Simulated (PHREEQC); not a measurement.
Solution (25 °C): 0.0058 mol Na2B4O7 per kg of water. Closed to the air; pH follows from the charge balance.

Model: ion-association model, phreeqc.dat, run in PHREEQC.

```
quantity                  before    after
------------------------  ------  -------
pH                          9.19     7.00
ionic strength (mol/kgw)  0.0116  0.00580
```

### Question
Name the change that produced these shifts.
A. Na2B4O7 from 0.0058 to 0.0029 mol/kgw
B. 0.00023 mol/kgw HF added
C. temperature from 25 to 15 °C
D. Na2B4O7 replaced by NaNO3 at the same molality
E. temperature from 25 to 10 °C

### Answer
D, Na2B4O7 replaced by NaNO3 at the same molality

Precipitation was switched off in this run.
